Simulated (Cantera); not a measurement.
A Cantera script and what it prints.

```python
import numpy as np
import cantera as ct

gas_names = """
    CL CL2 H HCL H2 Si SiCL SiCL2 SiCL3 SiCL4 SiH SiHCL3 SiH2 SiH2CL2 SiH3 SiH3CL SiH4 Si2 Si3
""".split()
cond_names = """
    Si(cr) Si(L)
""".split()


# ... load() reads the species with a 1 bar reference pressure and builds the phases ...
atoms = {
    'SiCl4': {'Si': 1, 'CL': 4},
    'H2': {'H': 2},
    'Cl2': {'CL': 2},
}
top_T = {}  # K; cautious upper limits of use, not melting points


# ... equilibrate(T, P, feed) seeds the gas with the atoms and calls Mixture.equilibrate('TP', solver="vcs", rtol=1e-11, max_steps=5000) ...
results = []
feed = {'SiCl4': 1, 'H2': 8.5, 'Cl2': 2.9}  # mol
T = 1098  # K
P = 13000  # Pa
mix = equilibrate(T, P, feed)
results.append((T, P, feed, dict(zip(mix.species_names, mix.species_moles))))
x = sorted(zip(gas.X, gas.species_names), reverse=True)
print(f"T = {T:g} K  P = {P:g} Pa  gas = {mix.phase_moles(0):.4g} mol")
print("   x: " + "  ".join(f"{s} {v:.3e}" for v, s in x if v > 0.001))
print("   condensed (mol): " + ("  ".join(f"{mix.phase(i).name} {mix.phase_moles(i):.4g}"
      for i in range(1, mix.n_phases) if mix.phase_moles(i) > 1e-12) or "none"))
```

Result:

```
T = 1098 K  P = 13000 Pa  gas = 12.4 mol
   x: HCL 4.691e-01  H2 4.503e-01  SiCL4 7.926e-02  SiHCL3 1.107e-03
   condensed (mol): none
```

These are equilibrium values from Cantera (NASA tables, ideal gas, pure condensed phases), not measurements of a reactor. The tables' values for SiCl3 are old estimates; treat these amounts as uncertain.
